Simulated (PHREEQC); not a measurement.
# Acid mine or pickling water (model solution)

Synthetic water in mg/L, 25 °C, pH 3.33, pe 9.9: Na 243; K 1.02; Ca 203; Mg 70.5; Cl 94; S(6) as SO4 1180; Fe(3) 2.27.

Valence states are taken as typed.

Equilibrium calculation in PHREEQC: ion-association model, wateq4f.dat.

- ionic strength = 0.0359 mol/kgw
- total alkalinity = -0.857 meq/kg
- charge-balance error = 0.5 %

```json
[
 {"species": "Na+", "molality": "0.0103", "activity": "0.00872", "log γ": "-0.075"},
 {"species": "SO4-2", "molality": "0.00912", "activity": "0.00461", "log γ": "-0.296"},
 {"species": "Ca+2", "molality": "0.00345", "activity": "0.00177", "log γ": "-0.289"},
 {"species": "Cl-", "molality": "0.00266", "activity": "0.00221", "log γ": "-0.079"},
 {"species": "Mg+2", "molality": "0.00186", "activity": "0.000974", "log γ": "-0.281"},
 {"species": "CaSO4", "molality": "0.00162", "activity": "0.00163", "log γ": "0.004"},
 {"species": "MgSO4", "molality": "0.00104", "activity": "0.00105", "log γ": "0.004"},
 {"species": "H+", "molality": "0.000540", "activity": "0.000468", "log γ": "-0.062"},
 {"species": "HSO4-", "molality": "0.000249", "activity": "0.000210", "log γ": "-0.076"}
]
```

This is a speciation only: nothing precipitates in the calculation. Saturation is exceeded, for instance for Jarosite-K, Hematite (slow to form); the values hold only as long as no solid forms. Species that the database lacks are ignored.
